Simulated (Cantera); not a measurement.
Premixed flame

A freely propagating, adiabatic, planar premixed flame of 6.29 % CH4, 0.271 % H2, 17.9 % O2, 75.5 % N2, equivalence ratio 0.71, unburnt at 350 K and 0.987 atm; mixture-averaged transport, grid criteria slope 0.08 and curve 0.16, no radiation.

Computed with Cantera and GRI-Mech 3.0 (53 species, 325 reactions). Burning velocities carry a grid error of a few per cent, more on coarse grids.

| z (mm) | T (K) | u (m/s) | x CH4 | x H2 | x O2 | x CH3 | x NO2 | x HCO |
|---|---|---|---|---|---|---|---|---|
| -2.21 | 351 | 0.207 | 0.0629 | 0.00289 | 0.179 | <1e-8 | <1e-8 | <1e-8 |
| -1.47 | 355 | 0.210 | 0.0626 | 0.00318 | 0.179 | <1e-8 | <1e-8 | <1e-8 |
| -1.10 | 371 | 0.220 | 0.0617 | 0.00351 | 0.178 | 2.55e-8 | 1.17e-8 | <1e-8 |
| -0.736 | 457 | 0.271 | 0.0571 | 0.00409 | 0.172 | 3.13e-7 | 7.34e-8 | <1e-8 |
| -0.368 | 822 | 0.490 | 0.0383 | 0.00489 | 0.142 | 3.73e-5 | 1.52e-7 | 3.21e-8 |
| -0.184 | 1151 | 0.689 | 0.0208 | 0.00524 | 0.112 | 0.000314 | 3.92e-8 | 1.23e-6 |
| 0 | 1473 | 0.882 | 0.00421 | 0.00461 | 0.0779 | 0.000408 | <1e-8 | 8.99e-6 |
| 0.184 | 1605 | 0.958 | 0.000165 | 0.00270 | 0.0617 | 2.34e-5 | <1e-8 | 1.52e-6 |
| 0.368 | 1659 | 0.986 | 3.36e-6 | 0.00193 | 0.0571 | 5.51e-7 | <1e-8 | 4.21e-8 |
| 0.736 | 1716 | 1.02 | <1e-8 | 0.00131 | 0.0544 | <1e-8 | <1e-8 | <1e-8 |
| 1.47 | 1759 | 1.04 | <1e-8 | 0.000626 | 0.0530 | <1e-8 | <1e-8 | <1e-8 |
| 2.94 | 1781 | 1.05 | <1e-8 | 0.000207 | 0.0526 | <1e-8 | <1e-8 | <1e-8 |
| 5.88 | 1789 | 1.06 | <1e-8 | 6.35e-5 | 0.0526 | <1e-8 | <1e-8 | <1e-8 |
x: mole fraction of selected species; z is measured from the peak of heat release.

The laminar burning velocity comes out as 20.7 cm/s. The thermal thickness is 0.736 mm. The peak x(CH3) is 0.000546, the peak x(HCO) is 9.06e-6 and the grid points is 140.
